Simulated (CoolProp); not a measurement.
A Linde-Hampson liquefier for methane: isothermal reversible compression at 280 K from 1 atm to 15 MPa, throttling to 1 atm, return gas leaving the recuperator 0 K below the feed. Each further row changes one setting.

Values from CoolProp's reference Helmholtz-energy equation of state, Setzmann 1991.

| case | liquid yield per pass | compression work (kJ/kg of gas) |
|---|---|---|
| as stated | [?] | 682 |
| high pressure 30 MPa | [?] | [?] |
| warm-end temperature 310 K | [?] | 772 |
| warm-end gap 5 K | 0.186 | 682 |

**Question.** Fill in the missing entries.

**Answer.** 
- as stated, liquid yield per pass: 0.196
- high pressure 30 MPa, liquid yield per pass: 0.277
- high pressure 30 MPa, compression work (kJ/kg of gas): 763
- warm-end temperature 310 K, liquid yield per pass: 0.142
